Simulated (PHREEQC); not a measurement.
Solution (20 °C): 0.095 mol/kgw Pb(NO3)2. Closed to the air; pH follows from the charge balance.

All values are PHREEQC results (ion-association model, phreeqc.dat), not measurements.

No solid was allowed to form.

Task: Predict the pH, ionic strength.

Result: pH 4.36; ionic strength 0.210 mol/kgw.

Task: In which forms is N present?

Result: NO3- 80 %, PbNO3+ 20 % of the N.
